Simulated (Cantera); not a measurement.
# Adiabatic ignition

An adiabatic, constant-pressure homogeneous reactor starts with 2.97 % CH₄, 0.217 % H₂, 6.07 % O₂, 72.5 % N₂, 17.5 % H₂O, 0.654 % C₂H₆, equivalence ratio 1.4, at 1800 K and 5.00 bar.

Model: GRI-Mech 3.0 (53 species, 325 reactions), integrated in Cantera.

| t (s) | T (K) | x CH₄ | x H₂ | x O₂ | x C₂H₄ | x N₂O | x C₂H |
|---|---|---|---|---|---|---|---|
| 1.00e-5 | 1810 | 0.0236 | 0.00967 | 0.0548 | 0.00388 | 1.82e-8 | 5.15e-8 |
| 2.13e-5 | 1912 | 0.0107 | 0.0228 | 0.0386 | 0.00236 | 6.37e-8 | 9.40e-7 |
| 4.54e-5 | 2237 | <1e-12 | 0.0300 | 0.00202 | <1e-12 | 1.13e-7 | <1e-12 |
| 9.69e-5 | 2296 | <1e-12 | 0.0283 | 0.000504 | <1e-12 | 6.48e-8 | <1e-12 |
| 0.000206 | 2316 | <1e-12 | 0.0277 | 0.000153 | <1e-12 | 4.01e-8 | <1e-12 |
| 0.000440 | 2321 | <1e-12 | 0.0275 | 7.99e-5 | <1e-12 | 3.11e-8 | <1e-12 |
| 0.000938 | 2322 | <1e-12 | 0.0275 | 7.24e-5 | <1e-12 | 3.00e-8 | <1e-12 |
| 0.00200 | 2322 | <1e-12 | 0.0275 | 7.22e-5 | <1e-12 | 3.00e-8 | <1e-12 |
| 0.00426 | 2322 | <1e-12 | 0.0276 | 7.19e-5 | <1e-12 | 3.01e-8 | <1e-12 |
| 0.00909 | 2321 | <1e-12 | 0.0276 | 7.15e-5 | <1e-12 | 3.05e-8 | <1e-12 |
| 0.0194 | 2321 | <1e-12 | 0.0276 | 7.08e-5 | <1e-12 | 3.14e-8 | <1e-12 |
| 0.0413 | 2320 | <1e-12 | 0.0277 | 7.02e-5 | <1e-12 | 3.28e-8 | <1e-12 |
| 0.0880 | 2320 | <1e-12 | 0.0277 | 6.99e-5 | <1e-12 | 3.33e-8 | <1e-12 |
| 0.188 | 2320 | <1e-12 | 0.0277 | 6.99e-5 | <1e-12 | 3.33e-8 | <1e-12 |
| 0.400 | 2320 | <1e-12 | 0.0277 | 6.99e-5 | <1e-12 | 3.33e-8 | <1e-12 |
x: mole fraction; the columns are a selection and need not sum to one.

```
Item                                                                 Value
---------------------------------  ---------------------------------------
time of steepest temperature rise                                  27.5 µs
temperature at 0.400 s                                              2320 K
equilibrium temperature                                             2320 K
x(CH₄) at 0.400 s                    <1e-12 (gas-phase equilibrium <1e-12)
x(H₂) at 0.400 s                     0.0277 (gas-phase equilibrium 0.0277)
x(O₂) at 0.400 s                   6.99e-5 (gas-phase equilibrium 6.99e-5)
```
